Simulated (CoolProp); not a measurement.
Propylene along the isotherm 122.35 °C: Z from the reference equation and from simpler models built on Tc = 91.1 °C, pc = 4555 kPa, ω = 0.146; each cubic takes its own stable root.

Values from CoolProp's reference Helmholtz-energy equation of state, Lemmon 2013.

```
p (kPa)          phase  reference
-------  -------------  ---------
36                 gas     0.9979
73.9               gas     0.9957
152                gas     0.9911
312                gas     0.9817
640                gas     0.9620
1320               gas     0.9198
2700               gas     0.8268
5550     supercritical     0.5788
11400    supercritical     0.4109
```

Task: How far does each simpler model (van der Waals, Peng-Robinson) lie from the reference over these 9 states: mean and median of the absolute difference, and the worst?

Result: 
- van der Waals: mean 3.8 %, median 0.3 %, worst +26.6 % at 122.35 °C and 11400 kPa
- Peng-Robinson: mean 1.1 %, median 0.5 %, worst +3.7 % at 122.35 °C and 11400 kPa
